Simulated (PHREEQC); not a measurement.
3.2 g of hydrous ferric oxide (600 m²/g; 0.2 weak and 0.005 strong sites per Fe, Dzombak-Morel constants, diffuse double layer) in 1 kg of water with 0.3 mol/kgw of an inert sodium salt, at 25 °C; the pH is set by adding NaOH or the inert anion's acid. Oxygen alone is held at its pressure in air (log pO2 = -0.68). No CO2 enters from the air. Precipitation was switched off in this run.

Base run: PHREEQC, ion-association model, wateq4f.dat. Each further column changes one thing. The table gives surface potential ψ (mV).

```tsv
pH	base	background salt from 0.3 to 0.03 mol/kgw	oxide from 3.2 to 16 g/kgw	0.0077 mol/kgw BaCl2 added
3	125	178	?	123
4	123	167	?	121
4.5	118	?	117	117
5.5	98	123	97	97
6.5	65	?	65	66
7.5	26	32	26	29
8	5	6	5	9
9	-38	?	-38	?
```

**Question.** What belongs in the gaps?

**Answer.** 
- 3, oxide from 3.2 to 16 g/kgw: 124
- 4, oxide from 3.2 to 16 g/kgw: 122
- 4.5, background salt from 0.3 to 0.03 mol/kgw: 155
- 6.5, background salt from 0.3 to 0.03 mol/kgw: 81
- 9, background salt from 0.3 to 0.03 mol/kgw: -46
- 9, 0.0077 mol/kgw BaCl2 added: -21

The oxide is taken as insoluble; below pH 4 it would dissolve.
